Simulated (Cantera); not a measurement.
Diamond growth

A diamond (100) surface in a fixed gas of H2 with x(CH4) = 0.0065, x(H) = 0.0011, x(CH3) = 0.00011, at 1100 K; coverages are run to steady state.

Cantera simulation using the Harris–Goodwin 1993 mechanism for the reconstructed diamond (100) surface; the numbers are that mechanism's predictions, not measurements.

| P (Pa) | growth (µm/h) | θ c6HH | θ c6H* | θ c6*H | θ c6** | θ c6HM |
|---|---|---|---|---|---|---|
| 860 | 0.0884 | 0.519 | 0.0273 | 0.433 | 0.0155 | 0.00316 |
| 1200 | 0.153 | 0.518 | 0.0273 | 0.432 | 0.0155 | 0.00425 |
| 1800 | 0.300 | 0.517 | 0.0272 | 0.431 | 0.0154 | 0.00599 |
| 2600 | 0.552 | 0.515 | 0.0271 | 0.430 | 0.0154 | 0.00800 |
| 3700 | 0.979 | 0.513 | 0.0270 | 0.428 | 0.0153 | 0.0103 |
| 5300 | 1.72 | 0.511 | 0.0269 | 0.426 | 0.0152 | 0.0130 |
| 7600 | 2.97 | 0.509 | 0.0268 | 0.424 | 0.0152 | 0.0159 |
| 11000 | 5.05 | 0.507 | 0.0267 | 0.422 | 0.0151 | 0.0189 |
θ: site fractions in the mechanism's names (c6HH fully hydrogenated, c6H* and c6*H radical sites, c6** diradical, c6HM methylated).
